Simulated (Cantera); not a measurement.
A perfectly stirred reactor is fed with 12.5 % H2, 14.9 % O2, 56.2 % N2, 16.3 % H2O, equivalence ratio 0.42, at 10.0 bar; it is adiabatic with a 723 K inlet, and is followed from long to short residence time, starting on the burning branch (τ in s: 0.22, 0.061, 0.017, 0.0045, 0.0012, 0.00033, 9e-05, 2.4e-05, 6.7e-06).

Model: the H2/O2 subset of GRI-Mech 3.0, which has no nitrogen chemistry, integrated in Cantera. The hydrogen kinetics of GRI-Mech 3.0 are dated; newer H2 mechanisms differ, most at raised pressure.

**Question.** Predict: blow-out, bracketed by the residence times tried; x(H2) at τ = 0.220 s; x(O2) at τ = 0.220 s; x(H2O) at τ = 0.220 s; x(HO2) at τ = 0.220 s; x(H) at τ = 0.220 s; x(H2) at τ = 1.20 ms; x(O2) at τ = 1.20 ms; x(H2O) at τ = 1.20 ms; x(HO2) at τ = 1.20 ms; x(H) at τ = 1.20 ms.

**Answer.** 
```
Quantity                                                                      Result
------------------------------------------------  ----------------------------------
blow-out, bracketed by the residence times tried  burning at 90.0 µs, out at 24.0 µs
x(H2) at τ = 0.220 s                                                         1.49e-5
x(O2) at τ = 0.220 s                                                          0.0923
x(H2O) at τ = 0.220 s                                                          0.308
x(HO2) at τ = 0.220 s                                                        1.16e-6
x(H) at τ = 0.220 s                                                          9.97e-8
x(H2) at τ = 1.20 ms                                                        0.000845
x(O2) at τ = 1.20 ms                                                          0.0926
x(H2O) at τ = 1.20 ms                                                          0.307
x(HO2) at τ = 1.20 ms                                                        3.62e-5
x(H) at τ = 1.20 ms                                                          9.46e-6
```
